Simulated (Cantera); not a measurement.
Charge: 1 mol BF₃, 49 mol N₂, 0.46 mol H₂, equilibrated at 1225 K and 0.00570 bar.

Cantera equilibrium calculation (NASA polynomials, part measured and part estimated; ideal gas, pure solids and liquids). Candidate condensed phases: B, BN; 31 gas species. N₂ is the only nitrogen source here; it is nearly inert below about 1500 K, so the nitride shown seldom forms there in practice. The numbers say what is thermodynamically allowed, not how fast it happens.

Base state: N₂ 0.971, BF₃ 0.0192, H₂ 0.00827, HF 0.00168 (mole fractions); condensed: BN(s).

Question: What changes in the equilibrium state with this change: H₂ from 0.46 to 46 mol?

Answer: 
```
species      before    after
----------  -------  -------
N₂            0.971    0.509
H₂          0.00827    0.475
HF          0.00168  0.00840
BF₃          0.0192  0.00759
BHF₂        7.99e-6  3.63e-5
BN(s), mol   0.0281    0.268
```
